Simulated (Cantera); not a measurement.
A perfectly stirred reactor is fed with CH4 : O2 : N2 : H2O = 1 : 3.23 : 12.1 : 0.35 (molar parts), equivalence ratio 0.62, at 10.0 bar; it is adiabatic with a 700 K inlet, and is followed from long to short residence time, starting on the burning branch (τ in s: 0.49, 0.2, 0.086, 0.036, 0.015, 0.0064, 0.0027, 0.0011, 0.00047, 0.0002, 8.3e-05, 3.5e-05).

Computed with Cantera and GRI-Mech 3.0 (53 species, 325 reactions).

**Question.** What does this change do: CH4 1 to 1.4 parts?

**Answer.** 
```json
[
 {"quantity": "blow-out, bracketed by the residence times tried", "before": "burning at 83.0 µs, out at 35.0 µs", "after": "burning at 35.0 µs, the shortest tried"},
 {"quantity": "x(CH4) at τ = 0.490 s", "before": "2.77e-7", "after": "7.39e-8"},
 {"quantity": "x(O2) at τ = 0.490 s", "before": "0.0730", "after": "0.0232"},
 {"quantity": "x(H2O) at τ = 0.490 s", "before": "0.140", "after": "0.181"},
 {"quantity": "x(C2H) at τ = 0.490 s", "before": "<1e-12", "after": "<1e-12"},
 {"quantity": "x(O) at τ = 0.490 s", "before": "5.21e-5", "after": "0.000303"},
 {"quantity": "x(CH4) at τ = 2.70 ms", "before": "3.26e-5", "after": "1.16e-5"},
 {"quantity": "x(O2) at τ = 2.70 ms", "before": "0.0738", "after": "0.0257"},
 {"quantity": "x(H2O) at τ = 2.70 ms", "before": "0.140", "after": "0.180"},
 {"quantity": "x(C2H) at τ = 2.70 ms", "before": "2.77e-11", "after": "2.76e-11"},
 {"quantity": "x(O) at τ = 2.70 ms", "before": "0.000110", "after": "0.000380"}
]
```

**Question.** What does this change do: pressure from 10.0 bar to 5.00 bar?

**Answer.** 
```tsv
quantity	before	after
blow-out, bracketed by the residence times tried	burning at 83.0 µs, out at 35.0 µs	burning at 83.0 µs, out at 35.0 µs
x(CH4) at τ = 0.490 s	2.77e-7	4.47e-7
x(O2) at τ = 0.490 s	0.0730	0.0731
x(H2O) at τ = 0.490 s	0.140	0.140
x(C2H) at τ = 0.490 s	<1e-12	<1e-12
x(O) at τ = 0.490 s	5.21e-5	7.42e-5
x(CH4) at τ = 2.70 ms	3.26e-5	4.06e-5
x(O2) at τ = 2.70 ms	0.0738	0.0738
x(H2O) at τ = 2.70 ms	0.140	0.139
x(C2H) at τ = 2.70 ms	2.77e-11	3.20e-11
x(O) at τ = 2.70 ms	0.000110	0.000239
```
